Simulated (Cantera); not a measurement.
## Low-pressure radical oxidation in H2/O2

An isothermal, constant-pressure homogeneous reactor starts with 8.00 % H2, 92.0 % O2, equivalence ratio 0.043, at 1075 K and 1.05 Torr.

Cantera simulation using the H2/O2 subset of GRI-Mech 3.0, which has no nitrogen chemistry; the numbers are that mechanism's predictions, not measurements. Radical loss at walls, strong at low pressure, is not modelled. The temperature is held fixed by assumption; the heat of reaction is taken as removed at once.

| t (s) | x H2 | x O2 | x H | x HO2 | x O |
|---|---|---|---|---|---|
| 1.00e-6 | 0.0800 | 0.920 | <1e-12 | <1e-12 | <1e-12 |
| 4.57e-6 | 0.0800 | 0.920 | 2.30e-12 | 2.31e-12 | <1e-12 |
| 2.09e-5 | 0.0800 | 0.920 | 1.04e-11 | 1.06e-11 | <1e-12 |
| 9.56e-5 | 0.0800 | 0.920 | 4.58e-11 | 4.83e-11 | 2.69e-12 |
| 0.000437 | 0.0800 | 0.920 | 1.86e-10 | 2.21e-10 | 4.87e-11 |
| 0.00200 | 0.0800 | 0.920 | 9.55e-10 | 1.01e-9 | 8.27e-10 |
| 0.00915 | 0.0800 | 0.920 | 8.07e-8 | 4.73e-9 | 9.88e-8 |
| 0.0418 | 0.00582 | 0.872 | 0.0255 | 7.79e-7 | 0.0328 |
| 0.191 | 0.00166 | 0.870 | 0.0188 | 7.36e-7 | 0.0386 |
| 0.875 | 0.00110 | 0.889 | 0.00936 | 7.16e-7 | 0.0239 |
| 4.00 | 0.000221 | 0.911 | 0.000777 | 4.79e-7 | 0.00450 |
x: mole fraction; the columns are a selection and need not sum to one.

Equilibrium at this temperature and pressure: H2 1.64e-9, O2 0.917, H 1.60e-11, HO2 1.52e-9, O 3.38e-8 (gas phase only).
